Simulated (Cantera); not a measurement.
Cantera run, input and output.

```python
import numpy as np
import cantera as ct

gas = ct.Solution("gri30.yaml")
gas.TPX = 1575, 1500000, {'CH2O': 0.0038, 'O2': 0.03, 'N2': 1}
inlet = ct.Reservoir(gas, clone=True)

reactor = ct.IdealGasConstPressureReactor(gas, energy="off", clone=False)
exhaust = ct.Reservoir(gas, clone=True)
tau = [3.1, 1.2, 0.48, 0.19, 0.073, 0.029, 0.011, 0.0044, 0.0017, 0.00068][0]
for a, b in ((inlet, reactor), (reactor, exhaust)):
    ct.MassFlowController(a, b, mdot=lambda t: reactor.mass / tau)
net = ct.ReactorNet([reactor])
show = ['CH2O', 'O2', 'C2H', 'C2H2', 'CH4', 'C2H6']

rows = []
print(f"{'tau/s':>10s}{'T/K':>9s}" + "".join(f"{s:>11s}" for s in show))
for tau in [3.1, 1.2, 0.48, 0.19, 0.073, 0.029, 0.011, 0.0044, 0.0017, 0.00068]:
    net.initial_time = 0.0
    net.advance(30 * tau)
    before = gas.X
    net.advance(40 * tau)
    drift = np.max(np.abs(gas.X - before) / (gas.X + 1e-9))
    rows.append([gas.T, *gas[show].X, drift])
    print(f"{tau:10.3e}{gas.T:9.1f}" + "".join(f"{x:11.3e}" for x in gas[show].X))
```

Output:

```
     tau/s      T/K       CH2O         O2        C2H       C2H2        CH4       C2H6
 3.100e+00   1575.0  3.949e-08  2.534e-02  1.292e-31  4.703e-27  5.296e-19  1.404e-32
 1.200e+00   1575.0  8.643e-08  2.534e-02  6.782e-31  2.094e-26  1.662e-18  1.651e-31
 4.800e-01   1575.0  1.773e-07  2.534e-02  3.279e-30  8.336e-26  5.634e-18  2.298e-30
 1.900e-01   1575.0  3.587e-07  2.535e-02  1.708e-29  3.506e-25  2.187e-17  4.161e-29
 7.300e-02   1575.0  7.332e-07  2.536e-02  1.128e-28  1.845e-24  9.872e-17  9.783e-28
 2.900e-02   1575.0  1.451e-06  2.538e-02  9.166e-28  1.204e-23  4.588e-16  2.219e-26
 1.100e-02   1575.0  2.946e-06  2.543e-02  1.071e-26  1.121e-22  2.480e-15  5.836e-25
 4.400e-03   1575.0  5.701e-06  2.551e-02  1.243e-25  1.055e-21  1.301e-14  1.184e-23
 1.700e-03   1575.0  1.121e-05  2.567e-02  1.621e-24  1.112e-20  7.600e-14  2.354e-22
 6.800e-04   1575.0  2.156e-05  2.591e-02  1.841e-23  1.038e-19  4.245e-13  3.711e-21
```

Computed with Cantera and GRI-Mech 3.0 (53 species, 325 reactions). The pressure lies above the range GRI-Mech 3.0 was tuned for (to about 10 atm).
